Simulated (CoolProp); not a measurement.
Vapour-liquid equilibrium of R152A (1) + isobutene (2) at 64.85 °C; x and y are mole fractions of (1).

Values from CoolProp's multi-fluid Helmholtz-energy mixture model, Outcalt 1996 and Lemmon 2005; pair parameters Bell 2016.

```tsv
x	bubble pressure (MPa)	y at the bubble point	dew pressure at overall composition x (MPa)	liquid density (mol/L)
0.05	0.9810	0.129	0.9139	9.563
0.125	1.116	0.267	0.9772	9.642
0.2	1.228	0.366	1.047	9.729
0.275	1.322	0.443	1.125	9.825
0.35	1.401	0.507	1.210	9.932
0.425	1.469	0.563	1.300	10.05
0.5	1.527	0.614	1.393	10.20
0.575	1.576	0.664	1.483	10.36
0.65	1.616	0.714	1.562	10.55
0.725	1.649	0.765	1.625	10.76
0.8	1.673	0.820	1.666	11.01
0.875	1.686	0.880	1.686	11.30
0.95	1.687	0.948	1.687	11.62
```

y crosses x between x = 0.875 and 0.95: the model has an azeotrope there.

The pair parameters rest on a limited set of measurements; away from them the model extrapolates.
